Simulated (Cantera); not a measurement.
Cantera run:

```python
import numpy as np
import cantera as ct

gas_names = """
    Fe FeO Fe(OH)2 H HO2 H2 H2O H2O2 H2S H2SO4 O OH O2 O3 S SH SO SO2 SO3 S2 S2O S8
""".split()
cond_names = """
    Fe(a) Fe(c) Fe(d) Fe(L) FeO(s) FeO(L) Fe(OH)2(s) Fe(OH)3(s) FeS(a) FeS(b) FeS(c) FeS(L) FeSO4(s)
    FeS2(s) Fe2O3(s) Fe2S3O12(s) Fe3O4(s) H2O(s) H2O(L) H2SO4(L) S(cr1) S(cr2) S(L)
""".split()


# ... load() reads the species with a 1 bar reference pressure and builds the phases ...
atoms = {
    'FeS': {'Fe': 1, 'S': 1},
    'H2S': {'H': 2, 'S': 1},
    'H2O': {'H': 2, 'O': 1},
    'O2': {'O': 2},
}
top_T = {'FeSO4(s)': 950, 'FeS2(s)': 1010, 'Fe2O3(s)': 1830, 'Fe2S3O12(s)': 1100, 'Fe3O4(s)': 1870}  # K; cautious upper limits of use, not melting points


# ... equilibrate(T, P, feed) seeds the gas with the atoms and calls Mixture.equilibrate('TP', solver="vcs", rtol=1e-11, max_steps=5000) ...
results = []
feed = {'FeS': 1, 'H2S': 2.9, 'H2O': 0.071, 'O2': 0.13}  # mol
T = 723  # K
P = 51000  # Pa
mix = equilibrate(T, P, feed)
results.append((T, P, feed, dict(zip(mix.species_names, mix.species_moles))))
x = sorted(zip(gas.X, gas.species_names), reverse=True)
print(f"T = {T:g} K  P = {P:g} Pa  gas = {mix.phase_moles(0):.4g} mol")
print("   x: " + "  ".join(f"{s} {v:.3e}" for v, s in x if v > 1e-05))
print("   condensed (mol): " + ("  ".join(f"{mix.phase(i).name} {mix.phase_moles(i):.4g}"
      for i in range(1, mix.n_phases) if mix.phase_moles(i) > 1e-12) or "none"))
```

Output:

```
T = 723 K  P = 51000 Pa  gas = 2.971 mol
   x: H2S 7.952e-01  H2O 1.114e-01  H2 9.343e-02
   condensed (mol): FeS(c) 0.4624  FeS2(s) 0.5376
```

Equilibrium computed with Cantera from the NASA thermochemical tables; the gas is ideal and each condensed phase is pure. FeS: taken at fixed stoichiometry.
